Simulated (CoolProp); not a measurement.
Vapour-liquid equilibrium of R1234yf (1) + isobutane (2) at 215.9 K; x and y are mole fractions of (1).

Computed with CoolProp (multi-fluid Helmholtz-energy mixture model, Lemmon 2022 and Bücker 2006; pair parameters Bell 2016).

Question: Give the bubble pressure and the first vapour's composition at x = 0.05, 0.35, 0.55. Is there an azeotrope?

Answer: x = 0.05: 15.49 kPa, y = 0.321; x = 0.35: 24.49 kPa, y = 0.640; x = 0.55: 25.74 kPa, y = 0.691. y crosses x between x = 0.75 and 0.85: the model has an azeotrope there.

Pair parameters are fitted to limited data, so mixtures are less certain than the pure fluids. With so large a gap from Raoult's law the liquid may split in two, which this calculation doesn't test in full.
